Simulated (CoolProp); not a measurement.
Aqueous lithium chloride as a coolant, 13 % by mass, freezing at -18.4 °C, 1 atm.

Model: Melinder's fits for secondary coolants, in CoolProp.

```tsv
T (°C)	viscosity (mPa s)	Prandtl number	density (kg/m³)	cp (kJ/(kg K))
-15.8	4.84	32.2	1079	3.421
-8.8	3.65	24.0	1079	3.443
-1.8	2.85	18.5	1078	3.465
5.2	2.30	14.7	1077	3.487
12.2	1.91	12.0	1075	3.509
19.2	1.61	10.1	1073	3.531
26.2	1.38	8.52	1072	3.554
33.2	1.19	7.28	1069	3.576
```
